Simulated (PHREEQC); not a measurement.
Make-up at 25 °C: 0.0064 mol CuSO4, 9e-05 mol HNO3 and 0.097 mol FeCl3 per kg of water. Closed to the air; pH follows from the charge balance.

Equilibrium calculation in PHREEQC: ion-association model, wateq4f.dat.

```csv
quantity,before,after
pH,1.89,4.20
ionic strength (mol/kgw),0.387,0.0191
```

Problem. Which change was made?
A. diluted 2-fold with water
B. FeCl3 left out
C. 0.028 mol/kgw KCl added
D. CuSO4 replaced by CaSO4 at the same molality
E. diluted 5-fold with water

Solution. B, FeCl3 left out

This is a speciation only: nothing precipitates in the calculation. Some of these states are supersaturated (in Hematite (slow to form), Goethite (slow to form), for instance).
